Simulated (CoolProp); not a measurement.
Vapour-liquid equilibrium of n-heptane (1) + o-xylene (2) at 440.7 K; x and y are mole fractions of (1).

Values from CoolProp's multi-fluid Helmholtz-energy mixture model, Span 2003 and Zhou 2012; pair parameters Bell 2016.

```csv
x,bubble pressure (bar),y at the bubble point,dew pressure at overall composition x (bar),liquid density (mol/L)
0.05,2.044,0.153,1.876,6.940
0.15,2.486,0.362,2.039,6.762
0.25,2.885,0.501,2.230,6.588
0.35,3.253,0.604,2.457,6.417
0.45,3.598,0.685,2.727,6.251
0.55,3.929,0.754,3.052,6.087
0.65,4.252,0.815,3.443,5.928
0.75,4.571,0.871,3.908,5.771
0.85,4.892,0.924,4.449,5.618
0.95,5.217,0.975,5.058,5.468
```

No azeotrope shows between x = 0.05 and 0.95.

Pair parameters are fitted to limited data, so mixtures are less certain than the pure fluids.
